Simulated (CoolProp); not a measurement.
The fluid at 293.15 K and 0.378 MPa flows at 0.051 m/s in a round tube of 1 mm bore and 1.5 µm roughness, fully developed (64/Re and Nu = 3.66 if laminar; Colebrook and Gnielinski if turbulent). The same conditions are run with several fluids, on thermodynamics alone (safety and materials aside).

The numbers come from the reference Helmholtz-energy equation of state of each fluid (R141b: Lemmon 2006; R236EA: Rui 2013; water: Wagner 2002; R245fa: Akasaka 2015; methanol: de Reuck 1993) in CoolProp.

```json
[
 {"fluid": "R141b", "Reynolds number": "146", "Darcy friction factor": "0.437", "pressure drop (Pa/m)": "707", "heat-transfer coefficient (W/(m² K))": "338", "mass flow (kg/h)": "0.179"},
 {"fluid": "R236EA", "Reynolds number": "179", "Darcy friction factor": "0.358", "pressure drop (Pa/m)": "672", "heat-transfer coefficient (W/(m² K))": "299", "mass flow (kg/h)": "0.208"},
 {"fluid": "water", "Reynolds number": "50.8", "Darcy friction factor": "1.26", "pressure drop (Pa/m)": "1630", "heat-transfer coefficient (W/(m² K))": "2190", "mass flow (kg/h)": "0.144"},
 {"fluid": "R245fa", "Reynolds number": "164", "Darcy friction factor": "0.390", "pressure drop (Pa/m)": "686", "heat-transfer coefficient (W/(m² K))": "343", "mass flow (kg/h)": "0.195"},
 {"fluid": "methanol", "Reynolds number": "68.8", "Darcy friction factor": "0.930", "pressure drop (Pa/m)": "957", "heat-transfer coefficient (W/(m² K))": "737", "mass flow (kg/h)": "0.114"}
]
```

Transport values come from each fluid's own correlations; those of R141b, R236EA, R245fa are estimates that may be off by 10 % or more.
